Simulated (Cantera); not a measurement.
A closed system holds: 1 mol Cu₂O, 1.1 mol CH₄, 0.14 mol CO, at 7.50 Torr.

These are equilibrium values from Cantera (NASA tables, ideal gas, pure condensed phases), not measurements of a reactor. Candidate condensed phases: C, C₆H₆, C₇H₈, C₈H₁₈, Cu, CuO, Cu(OH)₂, Cu₂O, H₂O; 113 gas species. Equilibrium is a limit: real reactors are often held back by kinetics, nucleation or transport.

log p: log10 of the partial pressure in bar; n: condensed amount in mol.

```tsv
T (°C)	log p H₂	log p Cu	log p CO	log p H	log p C₂H₂ (acetylene)	log p Cu₂	n C(graphite)	n Cu(l)
1602	-2.24	-2.91	-2.53	-4.30	-5.74	-5.49	0.0986	1.52
1652	-2.29	-2.68	-2.57	-4.16	-5.63	-5.18	0.0980	1.11
1702	-2.37	-2.47	-2.65	-4.05	-5.56	-4.89	0.0972	0.249
1752	-2.39	-2.43	-2.67	-3.91	-5.44	-4.94	0.0961	0
1802	-2.40	-2.43	-2.67	-3.77	-5.30	-5.07	0.0946	0
1852	-2.40	-2.43	-2.68	-3.64	-5.18	-5.18	0.0928	0
1902	-2.41	-2.43	-2.68	-3.52	-5.06	-5.30	0.0905	0
1952	-2.42	-2.44	-2.68	-3.40	-4.95	-5.41	0.0877	0
2002	-2.43	-2.44	-2.68	-3.28	-4.85	-5.51	0.0842	0
2052	-2.44	-2.44	-2.69	-3.18	-4.75	-5.62	0.0801	0
2102	-2.45	-2.45	-2.69	-3.08	-4.66	-5.72	0.0751	0
2152	-2.47	-2.45	-2.69	-2.98	-4.58	-5.82	…	0
2202	-2.50	-2.46	-2.70	-2.90	-4.51	-5.92	…	0
2252	-2.52	-2.46	-2.71	-2.81	-4.44	-6.01	…	0
```

Problem. What belongs in the gaps?

Solution. 
- 2152, n C(graphite): 0.0694
- 2202, n C(graphite): 0.0626
- 2252, n C(graphite): 0.0548
